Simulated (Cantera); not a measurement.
Cantera run:

```python
import numpy as np
import cantera as ct

gas_names = """
    AL ALH ALO ALOH ALO2 ALO2H AL2 AL2O AL2O2 H HALO HO2 H2 H2O H2O2 O OH O2 O3
""".split()
cond_names = """
    AL(cr) AL(L) AL2O3(a) AL2O3(L) H2O(s) H2O(L)
""".split()


def load(file, names, dense=False):
    # The tables refer to 1 bar. Condensed volumes are neglected.
    table = {s.name: s for s in ct.Species.list_from_file(file)}
    out = []
    for n in names:
        d = dict(table[n].input_data)
        d["thermo"] = dict(d["thermo"], **{"reference-pressure": 1e5})
        if dense:
            d["equation-of-state"] = {"model": "constant-volume", "density": "1e6 g/cm^3"}
        out.append(ct.Species.from_dict(d))
    return out


gas = ct.Solution(thermo="ideal-gas", species=load("nasa_gas.yaml", gas_names))
cond = {s.name: ct.Solution(thermo="fixed-stoichiometry", species=[s], name=s.name)
        for s in load("nasa_condensed.yaml", cond_names, dense=True)}
atoms = {
    'Al2O3': {'AL': 2, 'O': 3},
    'H2': {'H': 2},
}
top_T = {}  # K; cautious upper limits of use, not melting points


def equilibrate(T, P, feed):
    n = {}
    for name, mol in feed.items():
        for a, k in atoms[name].items():
            n[a] = n.get(a, 0.0) + k * mol
    gas.TPX = T, P, n
    mass = sum(n.values()) * gas.mean_molecular_weight
    gas.equilibrate("TP")
    valid = [c for c in cond.values() if c.min_temp <= T <= top_T.get(c.name, c.max_temp)]
    mix = ct.Mixture([(gas, mass / gas.mean_molecular_weight)] + [(c, 0.0) for c in valid])
    mix.T, mix.P = T, P
    mix.equilibrate("TP", solver="vcs", rtol=1e-11, max_steps=5000)
    return mix


results = []
feed = {'Al2O3': 1, 'H2': 95}  # mol
T = 2098.15  # K
P = 26  # Pa
mix = equilibrate(T, P, feed)
results.append((T, P, feed, dict(zip(mix.species_names, mix.species_moles))))
print(gas.report(threshold=1e-06))
for i in range(1, mix.n_phases):
    print(f"{mix.phase(i).name:16s} {mix.phase_moles(i):12.5e} mol")
```

Output:

```
       temperature   2098.2 K
          pressure   26 Pa
           density   3.0177e-06 kg/m^3
  mean mol. weight   2.0247 kg/kmol
   phase of matter   gas

                          1 kg             1 kmol
                     ---------------   ---------------
          enthalpy        4.4713e+07        9.0533e+07  J
   internal energy        3.6097e+07        7.3088e+07  J
           entropy        1.2719e+05        2.5752e+05  J/K
    Gibbs function       -2.2215e+08       -4.4979e+08  J
 heat capacity c_p             15907             32207  J/K
 heat capacity c_v             11800             23893  J/K

                      mass frac. Y      mole frac. X     chem. pot. / RT
                     ---------------   ---------------   ---------------
                AL          0.037709         0.0028298           -17.773
               ALH        0.00012997         9.402e-06           -31.818
               ALO         0.0015686        7.3894e-05           -44.809
              ALOH         0.0037988        0.00017486           -58.854
             ALO2H        0.00014041        4.7392e-06            -85.89
              AL2O          0.010883        0.00031496           -62.583
                 H           0.08605           0.17285           -14.045
                H2            0.8152           0.81873           -28.089
               H2O          0.043335         0.0048705           -55.125
                 O        0.00014521        1.8377e-05           -27.036
                OH         0.0010251        0.00012204            -41.08
     [   +8 minor]        1.6194e-05        4.1181e-07

AL(L)             0.00000e+00 mol
AL2O3(a)          8.05691e-01 mol
```

Cantera equilibrium calculation (NASA polynomials, part measured and part estimated; ideal gas, pure solids and liquids). The tables' values for AlOH are old estimates; treat these amounts as uncertain.
